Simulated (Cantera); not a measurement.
Input: 1 mol SiO2, 7.7 mol HBr, 0.089 mol O2, held at 875 °C and 0.000220 bar.

Method: chemical equilibrium by Gibbs-energy minimisation in Cantera with the NASA 1993 tables (ideal gas, pure condensed phases). The tables hold silica as quartz up to 1696 K and as liquid above; real silica turns to tridymite and cristobalite and melts near 1996 K. Equilibrium is a limit: real reactors are often held back by kinetics, nucleation or transport.

```json
[
 {"species": "O2", "before": "<1e-9", "after": "0.463"},
 {"species": "Br", "before": "0.0490", "after": "0.300"},
 {"species": "H2O", "before": "0.0226", "after": "0.179"},
 {"species": "HBr", "before": "0.925", "after": "0.0294"},
 {"species": "Br2", "before": "0.000764", "after": "0.0287"},
 {"species": "H2", "before": "0.00270", "after": "7.27e-8"},
 {"species": "OH", "before": "1.25e-8", "after": "1.91e-5"},
 {"species": "SiO2(β-quartz), mol", "before": "1.00", "after": "1.00"}
]
```
Gas species are given as mole fractions.

Task: Name the change that produced these shifts.
(A) pressure from 0.000220 bar to 0.100 bar
(B) pressure from 0.000220 bar to 0.00130 bar
(C) temperature from 875 °C to 1625 °C
(D) O2 from 0.089 to 11 mol

Result: D, O2 from 0.089 to 11 mol
